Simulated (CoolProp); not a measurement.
The numbers come from the reference Helmholtz-energy equation of state, Thol 2015 in CoolProp.

**Question.** Give the vapour pressure (kPa), vapour density (kg/m³), surface tension (mN/m) of saturated octamethylcyclotetrasiloxane (D4) at 377.2, 434.1 K.

**Answer.** 
```tsv
T (K)	p (kPa)	vapour density (kg/m³)	surface tension (mN/m)
377.2	10.3	0.988	12.2
434.1	68.5	5.97	8.35
```

Surface tension comes from a separate correlation (Mulero 2014), older than this fluid's equation and unchecked against measurements.
